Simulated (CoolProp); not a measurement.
Vapour-liquid equilibrium of diethyl ether (1) + benzene (2) at 356.1 K; x and y are mole fractions of (1).

The numbers come from the multi-fluid Helmholtz-energy mixture model, Thol 2014 and Thol 2012; pair parameters Bell 2016 in CoolProp.

Q: Give the bubble pressure and the first vapour's composition at x = 0.125, 0.2, 0.875. Is there an azeotrope?

A: x = 0.125: 1.494 bar, y = 0.342; x = 0.2: 1.726 bar, y = 0.474; x = 0.875: 3.906 bar, y = 0.959. No azeotrope shows between x = 0.05 and 0.95.

The pair parameters rest on a limited set of measurements; away from them the model extrapolates.
